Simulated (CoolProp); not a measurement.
The numbers come from the reference Helmholtz-energy equation of state, Gao 2020 in CoolProp.

**Question.** Give the vapour pressure (bar), liquid density (kg/m³), vapour density (kg/m³), vapour viscosity (µPa s) of saturated ammonia at 269.9 K.

**Answer.** 
| T (K) | p (bar) | liquid density (kg/m³) | vapour density (kg/m³) | vapour viscosity (µPa s) |
|---|---|---|---|---|
| 269.9 | 3.80 | 643 | 3.08 | 8.96 |

Viscosity comes from a separate model (Fenghour 1995).
